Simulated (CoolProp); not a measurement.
Computed with CoolProp (reference Helmholtz-energy equation of state, Thol 2016).

Question: Give the vapour pressure (MPa), liquid density (kg/m³), vapour density (kg/m³), enthalpy of vaporisation (kJ/kg) of saturated hexamethyldisiloxane (MM) at 375.3, 431.6 K.

Answer: 
```csv
T (K),p (MPa),liquid density (kg/m³),vapour density (kg/m³),enthalpy of vaporisation (kJ/kg)
375.3,0.106,673,5.92,192
431.6,0.419,597,23.0,158
```
